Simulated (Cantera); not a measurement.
A Cantera script and its output.

```python
import numpy as np
import cantera as ct

gas = ct.Solution("h2o2.yaml")
gas.TPX = 450, 101325, {'H2': 1, 'O2': 0.385, 'N2': 1.45, 'H2O': 0.011}
flame = ct.FreeFlame(gas, width=0.04)
flame.set_refine_criteria(ratio=3, slope=0.08, curve=0.16)
flame.transport_model = "mixture-averaged"
flame.solve(loglevel=0, auto=True)
z, T = flame.grid, flame.T
thick = (T[-1] - T[0]) / np.gradient(T, z).max()
show = ['H2', 'O2', 'HO2', 'H2O2', 'O', 'H2O']
print(f"laminar burning velocity  {flame.velocity[0] * 100:.3f} cm/s")
print(f"burnt temperature         {T[-1]:.1f} K")
print(f"thermal thickness         {thick * 1e3:.4f} mm")
print(f"grid points               {len(z)}")
z0 = z[flame.heat_release_rate.argmax()]
print(f"{'z/mm':>9s}{'T/K':>9s}{'u/(m/s)':>9s}" + "".join(f"{s:>11s}" for s in show))
rows = []
for k in (-3, -2, -1.5, -1, -0.5, -0.25, 0, 0.25, 0.5, 1, 2, 4, 8):
    zz = z0 + k * thick
    rows.append([k * thick, np.interp(zz, z, T), np.interp(zz, z, flame.velocity),
                 *(np.interp(zz, z, flame.X[gas.species_index(s)]) for s in show)])
    print(f"{rows[-1][0] * 1e3:9.3f}{rows[-1][1]:9.1f}{rows[-1][2]:9.3f}" + "".join(f"{x:11.3e}" for x in rows[-1][3:]))
```

It prints:

```
laminar burning velocity  532.308 cm/s
burnt temperature         2416.3 K
thermal thickness         0.3995 mm
grid points               117
     z/mm      T/K  u/(m/s)         H2         O2        HO2       H2O2          O        H2O
   -1.198    450.0    5.323  3.514e-01  1.353e-01  7.516e-14  8.357e-16  8.089e-15  3.865e-03
   -0.799    450.0    5.323  3.514e-01  1.353e-01  5.370e-12  4.974e-14  4.764e-13  3.865e-03
   -0.599    450.0    5.323  3.514e-01  1.353e-01  2.995e-10  2.939e-12  1.910e-11  3.865e-03
   -0.399    450.0    5.323  3.513e-01  1.353e-01  5.903e-08  6.152e-10  1.791e-09  3.866e-03
   -0.200    462.2    5.440  3.476e-01  1.358e-01  1.523e-04  4.254e-06  2.586e-06  4.178e-03
   -0.100    723.5    8.277  3.112e-01  1.304e-01  2.605e-04  4.654e-05  2.411e-04  2.459e-02
    0.000   1199.8   13.261  2.071e-01  9.184e-02  9.189e-05  5.432e-06  4.201e-03  1.116e-01
    0.100   1518.2   16.575  1.126e-01  3.379e-02  3.066e-05  2.635e-06  8.192e-03  2.176e-01
    0.200   1665.6   18.061  8.797e-02  1.493e-02  1.261e-05  1.662e-06  7.937e-03  2.523e-01
    0.399   1813.4   19.484  8.614e-02  9.335e-03  7.031e-06  9.139e-07  6.727e-03  2.649e-01
    0.799   1961.9   20.859  8.851e-02  6.835e-03  4.586e-06  4.840e-07  5.033e-03  2.740e-01
    1.598   2104.6   22.138  8.969e-02  4.489e-03  2.790e-06  2.679e-07  3.268e-03  2.844e-01
    3.196   2226.3   23.196  8.991e-02  2.562e-03  1.564e-06  1.595e-07  1.822e-03  2.945e-01
```

Model: the H2/O2 subset of GRI-Mech 3.0, which has no nitrogen chemistry, integrated in Cantera. Burning velocities carry a grid error of a few per cent, more on coarse grids.
